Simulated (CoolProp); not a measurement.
A single-stage vapour-compression cycle with c-C4F8 (RC318): evaporating at 298.15 K (dew point), condensing at 322.15 K (bubble point), superheat 5 K, subcooling 5 K, compressor efficiency 0.7, no pressure losses. Each further row changes one setting.

The numbers come from the reference Helmholtz-energy equation of state, Platzer 1990 in CoolProp. This equation is an older, rougher fit; its heat capacities, sound speeds and derivatives of the liquid may be far off and weren't checked against measurements.

```
case                              cooling COP  pressure ratio  discharge temperature (K)  refrigerating effect (kJ/kg)  volumetric capacity (kJ/m³)
--------------------------------  -----------  --------------  -------------------------  ----------------------------  ---------------------------
as stated                                7.74            2.02                      322.1                          86.7                         2370
evaporating temperature 303.15 K         10.3            1.73                      322.8                          90.1                            ?
condensing temperature 317.15 K          10.2            1.76                          ?                          92.5                         2530
subcooling 10 K                          8.25            2.02                      322.1                          92.5                         2530
superheat 15 K                              ?            2.02                          ?                             ?                            ?
compressor efficiency 0.6                6.63            2.02                          ?                          86.7                         2370
```

Task: Some entries are withheld; supply them.

Result: 
- evaporating temperature 303.15 K, volumetric capacity (kJ/m³): 2880
- condensing temperature 317.15 K, discharge temperature (K): 318.0
- superheat 15 K, cooling COP: 8.05
- superheat 15 K, discharge temperature (K): 331.7
- superheat 15 K, refrigerating effect (kJ/kg): 95.0
- superheat 15 K, volumetric capacity (kJ/m³): 2490
- compressor efficiency 0.6, discharge temperature (K): 323.9

The compression ends wet for: as stated; subcooling 10 K.
